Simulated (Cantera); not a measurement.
An adiabatic, constant-pressure homogeneous reactor starts with CH4 : O2 : N2 : H2O = 1 : 1.82 : 6.84 : 0.25 (molar parts), equivalence ratio 1.1, at 1025 K and 10.0 bar. Integrator tolerance rtol = 1e-08.

Cantera simulation using GRI-Mech 3.0 (53 species, 325 reactions); the numbers are that mechanism's predictions, not measurements.

### Question
What does this change do: CH4 1 to 1.3 parts?

### Answer
```json
[
 {"quantity": "time of steepest temperature rise", "before": "56.2 ms", "after": "62.8 ms"},
 {"quantity": "temperature at 1.00 s", "before": "2640 K", "after": "2470 K"},
 {"quantity": "equilibrium temperature", "before": "2640 K", "after": "2470 K"},
 {"quantity": "x(CH4) at 1.00 s", "before": "<1e-12 (gas-phase equilibrium <1e-12)", "after": "3.68e-11 (gas-phase equilibrium 4.14e-11)"},
 {"quantity": "x(O2) at 1.00 s", "before": "0.00253 (gas-phase equilibrium 0.00253)", "after": "2.52e-5 (gas-phase equilibrium 2.52e-5)"},
 {"quantity": "x(H2O) at 1.00 s", "before": "0.203 (gas-phase equilibrium 0.203)", "after": "0.194 (gas-phase equilibrium 0.194)"},
 {"quantity": "x(NO2) at 1.00 s", "before": "7.92e-7 (gas-phase equilibrium 7.92e-7)", "after": "6.76e-9 (gas-phase equilibrium 6.76e-9)"},
 {"quantity": "x(C2H4) at 1.00 s", "before": "<1e-12 (gas-phase equilibrium <1e-12)", "after": "<1e-12 (gas-phase equilibrium <1e-12)"},
 {"quantity": "x(CO2) at 1.00 s", "before": "0.0669 (gas-phase equilibrium 0.0669)", "after": "0.0396 (gas-phase equilibrium 0.0396)"}
]
```

### Question
What does this change do: initial temperature 1025 to 1000 K?

### Answer
| quantity | before | after |
|---|---|---|
| time of steepest temperature rise | 56.2 ms | 85.6 ms |
| temperature at 1.00 s | 2640 K | 2626 K |
| equilibrium temperature | 2640 K | 2626 K |
| x(CH4) at 1.00 s | <1e-12 (gas-phase equilibrium <1e-12) | <1e-12 (gas-phase equilibrium <1e-12) |
| x(O2) at 1.00 s | 0.00253 (gas-phase equilibrium 0.00253) | 0.00233 (gas-phase equilibrium 0.00233) |
| x(H2O) at 1.00 s | 0.203 (gas-phase equilibrium 0.203) | 0.203 (gas-phase equilibrium 0.203) |
| x(NO2) at 1.00 s | 7.92e-7 (gas-phase equilibrium 7.92e-7) | 7.22e-7 (gas-phase equilibrium 7.22e-7) |
| x(C2H4) at 1.00 s | <1e-12 (gas-phase equilibrium <1e-12) | <1e-12 (gas-phase equilibrium <1e-12) |
| x(CO2) at 1.00 s | 0.0669 (gas-phase equilibrium 0.0669) | 0.0675 (gas-phase equilibrium 0.0675) |
